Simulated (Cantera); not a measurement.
Thermodynamics of tantalum, niobium, vanadium and zirconium in process gases, feed V + H2O + N2

Input: 1 mol V, 0.12 mol H2O, 22 mol N2, at 2500 K and 0.000530 bar.

Method: chemical equilibrium by Gibbs-energy minimisation in Cantera with the NASA 1993 tables (ideal gas, pure condensed phases). Candidate condensed phases: H2O, V, VN, VO, V2O3, V2O4, V2O5; 28 gas species. Rates play no part.

* **x(N2)**: 0.947
* **x(V)**: 0.0380
* **x(H)**: 0.0102
* **x(VO)**: 0.00491
* **x(VO2)**: 9.77e-5
* **x(H2)**: 8.64e-5
* **x(O)**: 4.99e-5
* **x(N)**: 1.24e-5
* **x(NO)**: 4.36e-6
* **gas amount**: 23.24 mol
* **log10 activity of V(l) (absent)**: -1.60
* **log10 activity of V2O5(l) (absent)**: -18.51
